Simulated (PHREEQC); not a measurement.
Dissolve 0.0064 mol/kgw HNO3 and 0.013 mol/kgw K2SO4 at 84 °C. Closed to the air; pH follows from the charge balance.

Computed with PHREEQC (ion-association model, phreeqc.dat).

The pH is 2.69, the ionic strength is 0.0346 mol/kgw and the specific conductance is 10200 µS/cm. The total alkalinity is -6.40 meq/kg.

```json
[
 {"species": "K+", "molality": "0.0246", "activity": "0.0201", "log γ": "-0.087"},
 {"species": "SO4-2", "molality": "0.00758", "activity": "0.00357", "log γ": "-0.327"},
 {"species": "NO3-", "molality": "0.00640", "activity": "0.00520", "log γ": "-0.090"},
 {"species": "HSO4-", "molality": "0.00399", "activity": "0.00328", "log γ": "-0.084"},
 {"species": "H+", "molality": "0.00241", "activity": "0.00206", "log γ": "-0.068"},
 {"species": "KSO4-", "molality": "0.00143", "activity": "0.00119", "log γ": "-0.080"}
]
```

No solid was allowed to form. Complexes and solids missing from the database can't appear. Constants without temperature data keep their 25 °C values here.
